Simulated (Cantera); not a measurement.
A closed system holds: 1 mol Fe, 4.2 mol CO, a varied amount of N2, held at 848.15 K and 1.80 mbar.

Cantera equilibrium calculation (NASA polynomials, part measured and part estimated; ideal gas, pure solids and liquids). Candidate condensed phases: C, Fe, Fe(CO)5, FeO, Fe2O3, Fe3O4; 27 gas species. Condensed phases not in the tables: cementite and carbon dissolved in iron. Equilibrium is a limit: real reactors are often held back by kinetics, nucleation or transport.

Q: At 75 mol N2, list the 3 most abundant gas species with their mole fractions, and the condensed phases.

A: N2 0.947, CO 0.0528, CO2 0.000114. Condensed: C(graphite) + Fe(α).
